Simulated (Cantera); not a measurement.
A Cantera script and what it prints.

```python
import numpy as np
import cantera as ct

gas_names = """
    CL CL2 H HCL H2 N NH NH2 NH3 N2 N2H2 N2H4 Si SiCL SiCL2 SiCL3 SiCL4 SiH SiHCL3 SiH2 SiH2CL2 SiH3
    SiH3CL SiH4 SiN Si2 Si2N Si3
""".split()
cond_names = """
    NH4CL(a) NH4CL(b) Si(cr) Si(L) Si3N4(a)
""".split()


# ... load() reads the species with a 1 bar reference pressure and builds the phases ...
atoms = {
    'Si3N4': {'Si': 3, 'N': 4},
    'Cl2': {'CL': 2},
    'H2': {'H': 2},
}
top_T = {'Si3N4(a)': 2400}  # K; cautious upper limits of use, not melting points


# ... equilibrate(T, P, feed) seeds the gas with the atoms and calls Mixture.equilibrate('TP', solver="vcs", rtol=1e-11, max_steps=5000) ...
results = []
P = 1500  # Pa
for T in [825, 875, 925, 975, 1025, 1075, 1125, 1175, 1225, 1275, 1325, 1375, 1425]:
    for m in [5.8, 9.8, 14, 18, 22, 26, 30, 34, 37, 41, 45, 49]:
        feed = {'Si3N4': 1, 'Cl2': m, 'H2': 67}  # mol
        mix = equilibrate(T, P, feed)
        results.append((T, P, feed, dict(zip(mix.species_names, mix.species_moles))))

for T, P, feed, n in results:
    print(f"{T:7g} {feed['Cl2']:10.4g}  " + (" + ".join(c for c in cond_names if n.get(c, 0) > 1e-12) or "gas only"))
```

It prints:

```
    825        5.8  Si3N4(a)
    825        9.8  Si3N4(a)
    825         14  Si3N4(a)
    825         18  Si3N4(a)
    825         22  gas only
    825         26  gas only
    825         30  gas only
    825         34  gas only
    825         37  gas only
    825         41  gas only
    825         45  gas only
    825         49  gas only
    875        5.8  Si3N4(a)
    875        9.8  Si3N4(a)
    875         14  Si3N4(a)
    875         18  Si3N4(a)
    875         22  gas only
    875         26  gas only
    875         30  gas only
    875         34  gas only
    875         37  gas only
    875         41  gas only
    875         45  gas only
    875         49  gas only
    925        5.8  Si3N4(a)
    925        9.8  Si3N4(a)
    925         14  Si3N4(a)
    925         18  Si3N4(a)
    925         22  gas only
    925         26  gas only
    925         30  gas only
    925         34  gas only
    925         37  gas only
    925         41  gas only
    925         45  gas only
    925         49  gas only
    975        5.8  Si3N4(a)
    975        9.8  Si3N4(a)
    975         14  Si3N4(a)
    975         18  Si3N4(a)
    975         22  gas only
    975         26  gas only
    975         30  gas only
    975         34  gas only
    975         37  gas only
    975         41  gas only
    975         45  gas only
    975         49  gas only
   1025        5.8  Si3N4(a)
   1025        9.8  Si3N4(a)
   1025         14  Si3N4(a)
   1025         18  Si3N4(a)
   1025         22  gas only
   1025         26  gas only
   1025         30  gas only
   1025         34  gas only
   1025         37  gas only
   1025         41  gas only
   1025         45  gas only
   1025         49  gas only
   1075        5.8  Si3N4(a)
   1075        9.8  Si3N4(a)
   1075         14  Si3N4(a)
   1075         18  Si3N4(a)
   1075         22  gas only
   1075         26  gas only
   1075         30  gas only
   1075         34  gas only
   1075         37  gas only
   1075         41  gas only
   1075         45  gas only
   1075         49  gas only
   1125        5.8  Si3N4(a)
   1125        9.8  Si3N4(a)
   1125         14  Si3N4(a)
   1125         18  Si3N4(a)
   1125         22  Si3N4(a)
   1125         26  gas only
   1125         30  gas only
   1125         34  gas only
   1125         37  gas only
   1125         41  gas only
   1125         45  gas only
   1125         49  gas only
   1175        5.8  Si3N4(a)
   1175        9.8  Si3N4(a)
   1175         14  Si3N4(a)
   1175         18  Si3N4(a)
   1175         22  Si3N4(a)
   1175         26  gas only
   1175         30  gas only
   1175         34  gas only
   1175         37  gas only
   1175         41  gas only
   1175         45  gas only
   1175         49  gas only
   1225        5.8  Si3N4(a)
   1225        9.8  Si3N4(a)
   1225         14  Si3N4(a)
   1225         18  Si3N4(a)
   1225         22  Si3N4(a)
   1225         26  gas only
   1225         30  gas only
   1225         34  gas only
   1225         37  gas only
   1225         41  gas only
   1225         45  gas only
   1225         49  gas only
   1275        5.8  Si3N4(a)
   1275        9.8  Si3N4(a)
   1275         14  Si3N4(a)
   1275         18  Si3N4(a)
   1275         22  gas only
   1275         26  gas only
   1275         30  gas only
   1275         34  gas only
   1275         37  gas only
   1275         41  gas only
   1275         45  gas only
   1275         49  gas only
   1325        5.8  Si3N4(a)
   1325        9.8  Si3N4(a)
   1325         14  Si3N4(a)
   1325         18  Si3N4(a)
   1325         22  gas only
   1325         26  gas only
   1325         30  gas only
   1325         34  gas only
   1325         37  gas only
   1325         41  gas only
   1325         45  gas only
   1325         49  gas only
   1375        5.8  Si3N4(a)
   1375        9.8  Si3N4(a)
   1375         14  Si3N4(a)
   1375         18  gas only
   1375         22  gas only
   1375         26  gas only
   1375         30  gas only
   1375         34  gas only
   1375         37  gas only
   1375         41  gas only
   1375         45  gas only
   1375         49  gas only
   1425        5.8  Si3N4(a)
   1425        9.8  Si3N4(a)
   1425         14  Si3N4(a)
   1425         18  gas only
   1425         22  gas only
   1425         26  gas only
   1425         30  gas only
   1425         34  gas only
   1425         37  gas only
   1425         41  gas only
   1425         45  gas only
   1425         49  gas only
```

Cantera equilibrium calculation (NASA polynomials, part measured and part estimated; ideal gas, pure solids and liquids). The tables' values for SiCl3 are old estimates.
